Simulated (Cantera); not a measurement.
Input (Python, Cantera):

```python
import numpy as np
import cantera as ct

gas = ct.Solution("gri30.yaml")
gas.TPX = 600, 87000, {'C3H8': 1, 'O2': 2.94, 'N2': 11.1, 'H2O': 3}
inlet = ct.Reservoir(gas, clone=True)
gas.equilibrate("HP")  # start burning
reactor = ct.IdealGasConstPressureReactor(gas, energy="on", clone=False)
exhaust = ct.Reservoir(gas, clone=True)
tau = [0.15, 0.072, 0.036, 0.018, 0.0087, 0.0043, 0.0021, 0.001, 0.00051, 0.00025, 0.00012, 6.1e-05, 3e-05][0]
for a, b in ((inlet, reactor), (reactor, exhaust)):
    ct.MassFlowController(a, b, mdot=lambda t: reactor.mass / tau)
net = ct.ReactorNet([reactor])
show = ['C3H8', 'O2', 'H2O', 'CH4', 'C2H4']

rows = []
print(f"{'tau/s':>10s}{'T/K':>9s}" + "".join(f"{s:>11s}" for s in show))
for tau in [0.15, 0.072, 0.036, 0.018, 0.0087, 0.0043, 0.0021, 0.001, 0.00051, 0.00025, 0.00012, 6.1e-05, 3e-05]:
    net.initial_time = 0.0
    net.advance(30 * tau)
    before = gas.X
    net.advance(40 * tau)
    drift = np.max(np.abs(gas.X - before) / (gas.X + 1e-9))
    rows.append([gas.T, *gas[show].X, drift])
    print(f"{tau:10.3e}{gas.T:9.1f}" + "".join(f"{x:11.3e}" for x in gas[show].X))
```

It prints:

```
     tau/s      T/K       C3H8         O2        H2O        CH4       C2H4
 1.500e-01   1843.5  1.477e-06  2.767e-04  2.357e-01  1.998e-03  2.996e-05
 7.200e-02   1843.6  2.841e-06  4.743e-04  2.381e-01  2.343e-03  5.141e-05
 3.600e-02   1841.8  5.220e-06  7.716e-04  2.404e-01  2.602e-03  8.335e-05
 1.800e-02   1837.2  9.534e-06  1.239e-03  2.425e-01  2.811e-03  1.334e-04
 8.700e-03   1828.2  1.798e-05  2.033e-03  2.447e-01  3.010e-03  2.193e-04
 4.300e-03   1812.8  3.394e-05  3.339e-03  2.467e-01  3.244e-03  3.651e-04
 2.100e-03   1784.3  6.927e-05  5.812e-03  2.487e-01  3.648e-03  6.629e-04
 1.000e-03   1711.9  1.939e-04  1.251e-02  2.501e-01  4.831e-03  1.650e-03
 5.100e-04    600.0  5.543e-02  1.630e-01  1.663e-01  3.564e-16  4.789e-16
 2.500e-04    600.0  5.543e-02  1.630e-01  1.663e-01  3.256e-20  6.075e-18
 1.200e-04    600.0  5.543e-02  1.630e-01  1.663e-01  5.388e-21  1.443e-18
 6.100e-05    600.0  5.543e-02  1.630e-01  1.663e-01  7.375e-22  3.799e-19
 3.000e-05    600.0  5.543e-02  1.630e-01  1.663e-01  9.240e-23  9.394e-20
```

Model: GRI-Mech 3.0 (53 species, 325 reactions), integrated in Cantera. GRI-Mech 3.0 was tuned for natural gas; its chemistry of propane as a main component is partial and can be far from experiment.
